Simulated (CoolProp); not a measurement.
A Linde-Hampson liquefier for ethane: isothermal reversible compression at 320 K from 1 atm to 25 MPa, throttling to 1 atm, return gas leaving the recuperator 0 K below the feed. Each further row changes one setting.

Values from CoolProp's reference Helmholtz-energy equation of state, Bücker 2006.

```json
[
 {"case": "as stated", "liquid yield per pass": "___", "compression work (kJ/kg of gas)": "378"},
 {"case": "high pressure 50 MPa", "liquid yield per pass": "___", "compression work (kJ/kg of gas)": "436"},
 {"case": "warm-end temperature 350 K", "liquid yield per pass": "0.390", "compression work (kJ/kg of gas)": "___"},
 {"case": "warm-end gap 5 K", "liquid yield per pass": "0.460", "compression work (kJ/kg of gas)": "378"}
]
```

Question: Some entries are withheld; supply them.

Answer: 
- as stated, liquid yield per pass: 0.467
- high pressure 50 MPa, liquid yield per pass: 0.451
- warm-end temperature 350 K, compression work (kJ/kg of gas): 443
